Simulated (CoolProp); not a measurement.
R365MFC along the isotherm 128.05 °C: fugacity coefficient from the reference equation and from simpler models built on Tc = 186.9 °C, pc = 3.266 MPa, ω = 0.377; each cubic takes its own stable root.

Values from CoolProp's reference Helmholtz-energy equation of state, Lemmon 2016.

```tsv
p (MPa)	phase	reference
2.18	liquid	0.4278
4.36	liquid	0.2354
6.53	liquid	0.1726
8.71	liquid	0.1420
10.9	liquid	0.1244
13.1	liquid	0.1134
15.2	liquid	0.1065
17.4	liquid	0.1017
19.6	liquid	0.09869
21.8	liquid	0.09688
24	liquid	0.09603
26.1	liquid	0.09592
28.3	liquid	0.09642
30.5	liquid	0.09746
32.7	liquid	0.09898
```

Q: How far does each simpler model (Soave-Redlich-Kwong, Peng-Robinson) lie from the reference over these 15 states: mean and median of the absolute difference, and the worst?

A: 
- Soave-Redlich-Kwong: mean 9.2 %, median 9.6 %, worst +13.1 % at 128.05 °C and 32.7 MPa
- Peng-Robinson: mean 2.0 %, median 1.6 %, worst -5.1 % at 128.05 °C and 32.7 MPa
